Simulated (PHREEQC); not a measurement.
0.042 g of hydrous ferric oxide (600 m²/g; 0.2 weak and 0.005 strong sites per Fe, Dzombak-Morel constants, diffuse double layer) in 1 kg of water with 0.005 mol/kgw of an inert sodium salt, at 25 °C; the pH is set by adding NaOH or the inert anion's acid. O2 is buffered at 0.21 atm. The system is closed to CO2. No solid was allowed to form.

All values are PHREEQC results (ion-association model, wateq4f.dat), not measurements.

```
pH    surface charge σ (C/m²)  surface potential ψ (mV)
----  -----------------------  ------------------------
4                       0.182                       194
4.38                    0.142                       181
4.75                        …                         …
5.12                    0.082                       153
5.5                     0.059                       137
5.88                    0.042                       120
6.25                    0.029                       101
6.62                    0.020                        82
7                       0.013                        62
7.38                    0.007                        41
7.75                        …                        20
8.12                    0.000                        -1
8.5                    -0.004                       -22
8.88                        …                       -43
9.25                   -0.013                       -64
9.62                   -0.020                       -83
10                     -0.030                      -103
```

Q: What belongs in the gaps?

A: 
- 4.75, surface charge σ (C/m²): 0.109
- 4.75, surface potential ψ (mV): 168
- 7.75, surface charge σ (C/m²): 0.003
- 8.88, surface charge σ (C/m²): -0.008

Complexes and solids missing from the database can't appear.
